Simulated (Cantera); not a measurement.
Feed: 1 mol Fe(CO)5, 1.4 mol H2, held at 100000 Pa.

Method: chemical equilibrium by Gibbs-energy minimisation in Cantera with the NASA 1993 tables (ideal gas, pure condensed phases). Candidate condensed phases: C, C6H6, C7H8, C8H18, Fe, Fe(CO)5, FeO, Fe(OH)2, Fe(OH)3, Fe2O3, Fe3O4, H2O; 114 gas species. Iron dissolves carbon and melts from about 1420 K in contact with it, which pure phases cannot show. Condensed phases not in the tables: cementite and carbon dissolved in iron. The numbers say what is thermodynamically allowed, not how fast it happens.

x: gas mole fraction; n: condensed amount in mol.

```csv
T (K),x CO,x H2,x CO2,x H2O,x CH4,n C(graphite),n Fe(α),n Fe(γ)
1048,0.660,0.214,0.0966,0.0265,…,0.684,1.00,0
1098,0.722,0.215,0.0475,0.0143,…,0.362,1.00,0
1148,0.752,0.216,0.0230,0.00780,…,0.184,1.00,0
1198,0.767,0.216,0.0114,0.00441,…,0.0950,0,1.00
1248,0.774,0.217,0.00591,0.00258,…,0.0506,0,1.00
1298,0.777,0.218,0.00320,0.00157,…,0.0280,0,1.00
1348,0.779,0.218,0.00181,0.000990,…,0.0161,0,1.00
1398,0.780,0.218,0.00107,0.000644,…,0.00958,0,1.00
1448,0.780,0.218,0.000651,0.000432,…,0.00589,0,1.00
1498,0.781,0.218,0.000412,0.000297,…,0.00372,0,1.000
1548,0.781,0.218,0.000269,0.000210,…,0.00239,0,1.000
1598,0.781,0.219,0.000180,0.000151,…,0.00154,0,1.000
```

Some entries are withheld; supply them.


- 1048, x CH4: 0.00268
- 1098, x CH4: 0.00169
- 1148, x CH4: 0.00111
- 1198, x CH4: 0.000751
- 1248, x CH4: 0.000525
- 1298, x CH4: 0.000377
- 1348, x CH4: 0.000277
- 1398, x CH4: 0.000208
- 1448, x CH4: 0.000159
- 1498, x CH4: 0.000124
- 1548, x CH4: 9.79e-5
- 1598, x CH4: 7.86e-5
